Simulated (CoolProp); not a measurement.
A closed Brayton cycle with carbon dioxide: compressor inlet 314.15 K and 9.3 MPa, high pressure 18.6 MPa, turbine inlet 920 K, compressor efficiency 0.85, turbine efficiency 0.9, recuperator effectiveness 0.95 (on enthalpy, no pinch check). Each further row changes one setting.

Model: reference Helmholtz-energy equation of state, Span 1996, in CoolProp.

| case | thermal efficiency (%) | net work (kJ/kg) | compressor to turbine work | compressor exit (K) | turbine exit (K) |
|---|---|---|---|---|---|
| as stated | 36.1 | 86.0 | 0.18 | 344.0 | 830.0 |
| turbine inlet 870 K | 34.9 | 79.8 | 0.19 | 344.0 | 783.2 |
| compressor inlet 324.15 K | 36.9 | 75.8 | 0.28 | 374.9 | 830.0 |
| high pressure 15.8 MPa | 32.8 | 67.6 | 0.17 | 336.8 | 850.8 |
| recuperator effectiveness 0.5 | 17.1 | 86.0 | 0.18 | 344.0 | 830.0 |
